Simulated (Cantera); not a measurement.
Low-pressure radical oxidation in H2/O2

An isothermal, constant-pressure homogeneous reactor starts with 4.67 % H2, 95.3 % O2, at 1400 K and 8.25 Torr.

Model: GRI-Mech 3.0 (53 species, 325 reactions), integrated in Cantera. Radical loss at walls, strong at low pressure, is not modelled. The temperature is held fixed by assumption; the heat of reaction is taken as removed at once.

| t (s) | x H2 | x O2 | x H | x HO2 | x OH | x H2O2 |
|---|---|---|---|---|---|---|
| 1.00e-5 | 0.0467 | 0.953 | 7.16e-9 | 8.59e-9 | 1.49e-9 | <1e-12 |
| 3.32e-5 | 0.0467 | 0.953 | 1.80e-8 | 2.85e-8 | 1.23e-8 | 6.70e-12 |
| 0.000110 | 0.0467 | 0.953 | 5.32e-8 | 9.48e-8 | 8.65e-8 | 7.25e-11 |
| 0.000367 | 0.0467 | 0.953 | 7.05e-7 | 3.15e-7 | 1.54e-6 | 7.51e-10 |
| 0.00122 | 0.0379 | 0.946 | 0.00167 | 1.29e-6 | 0.00341 | 2.14e-8 |
| 0.00405 | 0.000740 | 0.913 | 0.00504 | 1.47e-6 | 0.00555 | 4.06e-8 |
| 0.0135 | 0.000693 | 0.916 | 0.00452 | 1.44e-6 | 0.00538 | 4.01e-8 |
| 0.0447 | 0.000561 | 0.924 | 0.00321 | 1.34e-6 | 0.00486 | 3.85e-8 |
| 0.149 | 0.000301 | 0.937 | 0.00121 | 1.04e-6 | 0.00358 | 3.23e-8 |
| 0.494 | 7.69e-5 | 0.948 | 0.000150 | 4.98e-7 | 0.00182 | 1.87e-8 |
| 1.64 | 1.12e-5 | 0.951 | 8.19e-6 | 1.34e-7 | 0.000695 | 6.77e-9 |
| 5.45 | 1.58e-6 | 0.952 | 4.36e-7 | 4.64e-8 | 0.000262 | 1.93e-9 |
| 18.1 | 3.35e-7 | 0.952 | 4.25e-8 | 5.34e-8 | 0.000121 | 6.88e-10 |
| 60.2 | 2.13e-7 | 0.952 | 2.16e-8 | 6.28e-8 | 9.64e-5 | 5.48e-10 |
| 200 | 2.12e-7 | 0.952 | 2.15e-8 | 6.29e-8 | 9.62e-5 | 5.47e-10 |
x: mole fraction; the columns are a selection and need not sum to one.

Equilibrium at this temperature and pressure: H2 2.12e-7, O2 0.952, H 2.15e-8, HO2 6.29e-8, OH 9.62e-5, H2O2 5.47e-10 (gas phase only).
